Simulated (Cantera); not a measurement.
What does this Cantera script print?

```python
import numpy as np
import cantera as ct

gas_names = [...]  # 58 gases of nasa_gas.yaml made of F, H, N, O, Si
cond_names = """
    H2O(s) H2O(L) Si(cr) Si(L) SiO2(Lqz) SiO2(hqz) SiO2(L) Si2N2O(s) Si3N4(a)
""".split()


# ... load() reads the species with a 1 bar reference pressure and builds the phases ...
atoms = {
    'SiF4': {'Si': 1, 'F': 4},
    'O3': {'O': 3},
    'H2': {'H': 2},
    'NO': {'N': 1, 'O': 1},
}
top_T = {'Si2N2O(s)': 2100, 'Si3N4(a)': 2400}  # K; cautious upper limits of use, not melting points


# ... equilibrate(T, P, feed) seeds the gas with the atoms and calls Mixture.equilibrate('TP', solver="vcs", rtol=1e-11, max_steps=5000) ...
results = []
T = 1273  # K
P = 13332.2  # Pa
for m in [0.51, 0.8, 1.3, 2, 3.1, 4.9, 7.8, 12, 19, 30]:
    feed = {'SiF4': 1, 'O3': 3.2, 'H2': m, 'NO': 13}  # mol
    mix = equilibrate(T, P, feed)
    results.append((T, P, feed, dict(zip(mix.species_names, mix.species_moles))))
    x = sorted(zip(gas.X, gas.species_names), reverse=True)
    print(f"T = {T:g} K  P = {P:g} Pa  n(H2) = {m:g} mol  gas = {mix.phase_moles(0):.4g} mol")
    print("   x: " + "  ".join(f"{s} {v:.3e}" for v, s in x if v > 1e-05))
    print("   condensed (mol): " + ("  ".join(f"{mix.phase(i).name} {mix.phase_moles(i):.4g}"
          for i in range(1, mix.n_phases) if mix.phase_moles(i) > 1e-12) or "none"))
```

It prints:

```
T = 1273 K  P = 13332.2 Pa  n(H2) = 0.51 mol  gas = 19.29 mol
   x: O2 5.724e-01  N2 3.368e-01  HF 4.836e-02  SiF4 3.975e-02  H2O 2.258e-03  NO 3.571e-04
   condensed (mol): SiO2(hqz) 0.2332
T = 1273 K  P = 13332.2 Pa  n(H2) = 0.8 mol  gas = 19.55 mol
   x: O2 5.574e-01  N2 3.323e-01  HF 7.117e-02  SiF4 3.336e-02  H2O 5.339e-03  NO 3.500e-04
   condensed (mol): SiO2(hqz) 0.3478
T = 1273 K  P = 13332.2 Pa  n(H2) = 1.3 mol  gas = 19.97 mol
   x: O2 5.332e-01  N2 3.254e-01  HF 1.036e-01  SiF4 2.418e-02  H2O 1.329e-02  NO 3.387e-04
   condensed (mol): SiO2(hqz) 0.5172
T = 1273 K  P = 13332.2 Pa  n(H2) = 2 mol  gas = 20.5 mol
   x: O2 5.023e-01  N2 3.169e-01  HF 1.362e-01  H2O 2.945e-02  SiF4 1.473e-02  NO 3.245e-04
   condensed (mol): SiO2(hqz) 0.6982
T = 1273 K  P = 13332.2 Pa  n(H2) = 3.1 mol  gas = 21.22 mol
   x: O2 4.594e-01  N2 3.062e-01  HF 1.632e-01  H2O 6.449e-02  SiF4 6.326e-03  NO 3.050e-04  OH 1.233e-05
   condensed (mol): SiO2(hqz) 0.8658
T = 1273 K  P = 13332.2 Pa  n(H2) = 4.9 mol  gas = 22.21 mol
   x: O2 3.983e-01  N2 2.925e-01  HF 1.728e-01  H2O 1.342e-01  SiF4 1.833e-03  NO 2.776e-04  OH 1.716e-05
   condensed (mol): SiO2(hqz) 0.9593
T = 1273 K  P = 13332.2 Pa  n(H2) = 7.8 mol  gas = 23.69 mol
   x: O2 3.123e-01  N2 2.743e-01  H2O 2.458e-01  HF 1.669e-01  SiF4 4.766e-04  NO 2.380e-04  OH 2.185e-05
   condensed (mol): SiO2(hqz) 0.9887
T = 1273 K  P = 13332.2 Pa  n(H2) = 12 mol  gas = 25.8 mol
   x: H2O 3.879e-01  N2 2.519e-01  O2 2.054e-01  HF 1.545e-01  NO 1.850e-04  SiF4 1.403e-04  OH 2.472e-05
   condensed (mol): SiO2(hqz) 0.9964
T = 1273 K  P = 13332.2 Pa  n(H2) = 19 mol  gas = 29.3 mol
   x: H2O 5.803e-01  N2 2.218e-01  HF 1.364e-01  O2 6.138e-02  NO 9.489e-05  SiF4 3.807e-05  OH 2.236e-05
   condensed (mol): SiO2(hqz) 0.9989
T = 1273 K  P = 13332.2 Pa  n(H2) = 30 mol  gas = 38.5 mol
   x: H2O 5.351e-01  H2 1.922e-01  N2 1.688e-01  HF 1.038e-01  SiF4 1.505e-05
   condensed (mol): SiO2(hqz) 0.9994
```

Cantera equilibrium calculation (NASA polynomials, part measured and part estimated; ideal gas, pure solids and liquids). The tables hold silica as quartz up to 1696 K and as liquid above; real silica turns to tridymite and cristobalite and melts near 1996 K. Gases not in the tables: Si(OH)4.
